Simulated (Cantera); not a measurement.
A closed system holds: 1 mol Si, 3.6 mol HCl, 13 mol N₂, equilibrated at 17.0 Pa.

Method: chemical equilibrium by Gibbs-energy minimisation in Cantera with the NASA 1993 tables (ideal gas, pure condensed phases). Candidate condensed phases: NH₄Cl, Si, Si₃N₄; 28 gas species. N₂ is the only nitrogen source here; it is nearly inert below about 1500 K, so the nitride shown seldom forms there in practice. Equilibrium is a limit: real reactors are often held back by kinetics, nucleation or transport.

Question: What share of the Si ends up in condensed phases as a function of T (K), at 648, 723, 798, 873, 948, 1023, 1098, 1173, 1248, 1323, 1398, 1473, 1548, 1623?

Answer: 
```json
[
 {"T (K)": "648", "Si condensed (%)": "61.5", "as": "Si₃N₄(s)"},
 {"T (K)": "723", "Si condensed (%)": "66.1", "as": "Si₃N₄(s)"},
 {"T (K)": "798", "Si condensed (%)": "69.5", "as": "Si₃N₄(s)"},
 {"T (K)": "873", "Si condensed (%)": "72.2", "as": "Si₃N₄(s)"},
 {"T (K)": "948", "Si condensed (%)": "74.3", "as": "Si₃N₄(s)"},
 {"T (K)": "1023", "Si condensed (%)": "75.8", "as": "Si₃N₄(s)"},
 {"T (K)": "1098", "Si condensed (%)": "76.2", "as": "Si₃N₄(s)"},
 {"T (K)": "1173", "Si condensed (%)": "72.5", "as": "Si₃N₄(s)"},
 {"T (K)": "1248", "Si condensed (%)": "57.9", "as": "Si₃N₄(s)"},
 {"T (K)": "1323", "Si condensed (%)": "31.5", "as": "Si₃N₄(s)"},
 {"T (K)": "1398", "Si condensed (%)": "3.0", "as": "Si₃N₄(s)"},
 {"T (K)": "1473", "Si condensed (%)": "0.0", "as": "-"},
 {"T (K)": "1548", "Si condensed (%)": "0.0", "as": "-"},
 {"T (K)": "1623", "Si condensed (%)": "0.0", "as": "-"}
]
```
